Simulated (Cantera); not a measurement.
A Cantera script and its output.

```python
import numpy as np
import cantera as ct

gas = ct.Solution("gri30.yaml")
gas.TPX = 650, 430000, {'CH4': 1, 'O2': 2, 'N2': 9.4}
flame = ct.FreeFlame(gas, width=0.014)
flame.set_refine_criteria(ratio=3, slope=0.08, curve=0.16)
flame.transport_model = "unity-Lewis-number"
flame.solve(loglevel=0, auto=True)
z, T = flame.grid, flame.T
thick = (T[-1] - T[0]) / np.gradient(T, z).max()
show = ['CH4', 'O2', 'CH2CO', 'CH2', 'C2H6', 'HCN']
print(f"laminar burning velocity  {flame.velocity[0] * 100:.3f} cm/s")
print(f"burnt temperature         {T[-1]:.1f} K")
print(f"thermal thickness         {thick * 1e3:.4f} mm")
print(f"grid points               {len(z)}")
z0 = z[flame.heat_release_rate.argmax()]
print(f"{'z/mm':>9s}{'T/K':>9s}{'u/(m/s)':>9s}" + "".join(f"{s:>11s}" for s in show))
rows = []
for k in (-3, -2, -1.5, -1, -0.5, -0.25, 0, 0.25, 0.5, 1, 2, 4, 8):
    zz = z0 + k * thick
    rows.append([k * thick, np.interp(zz, z, T), np.interp(zz, z, flame.velocity),
                 *(np.interp(zz, z, flame.X[gas.species_index(s)]) for s in show)])
    print(f"{rows[-1][0] * 1e3:9.3f}{rows[-1][1]:9.1f}{rows[-1][2]:9.3f}" + "".join(f"{x:11.3e}" for x in rows[-1][3:]))
```

Output:

```
laminar burning velocity  47.454 cm/s
burnt temperature         2272.9 K
thermal thickness         0.1600 mm
grid points               136
     z/mm      T/K  u/(m/s)        CH4         O2      CH2CO        CH2       C2H6        HCN
   -0.480    651.4    0.476  8.056e-02  1.612e-01  1.536e-07  6.459e-18  1.499e-06  6.193e-09
   -0.320    660.2    0.482  8.004e-02  1.603e-01  1.086e-06  1.640e-15  1.059e-05  4.378e-08
   -0.240    685.1    0.501  7.855e-02  1.580e-01  3.760e-06  8.029e-14  3.660e-05  1.516e-07
   -0.160    791.2    0.579  7.212e-02  1.479e-01  1.532e-05  7.876e-12  1.477e-04  6.177e-07
   -0.080   1171.4    0.864  4.784e-02  1.098e-01  5.940e-05  6.581e-09  5.152e-04  2.384e-06
   -0.040   1522.9    1.132  2.462e-02  7.289e-02  9.959e-05  1.141e-06  5.519e-04  4.122e-06
    0.000   1892.3    1.417  3.243e-03  3.212e-02  6.449e-05  3.609e-05  3.453e-05  5.965e-06
    0.040   2032.1    1.518  4.488e-05  1.643e-02  3.111e-06  2.147e-06  9.714e-09  2.676e-06
    0.080   2089.5    1.554  5.181e-07  1.278e-02  7.338e-08  3.425e-08  2.222e-12  7.097e-07
    0.160   2151.5    1.593  3.412e-10  9.753e-03  1.084e-10  3.232e-11  1.286e-17  7.345e-08
    0.320   2204.2    1.626  2.172e-14  7.196e-03  6.772e-15  1.229e-14  2.510e-23  2.747e-09
    0.640   2240.8    1.648  2.246e-16  5.321e-03  3.915e-18  1.046e-16  6.914e-29  4.789e-11
    1.280   2261.8    1.661  9.112e-17  4.192e-03  4.242e-19  2.481e-17  8.108e-29  1.057e-11
```

Computed with Cantera and GRI-Mech 3.0 (53 species, 325 reactions). Unity Lewis numbers drop preferential diffusion, which matters most where H2 and H carry the flame. Burning velocities carry a grid error of a few per cent, more on coarse grids.
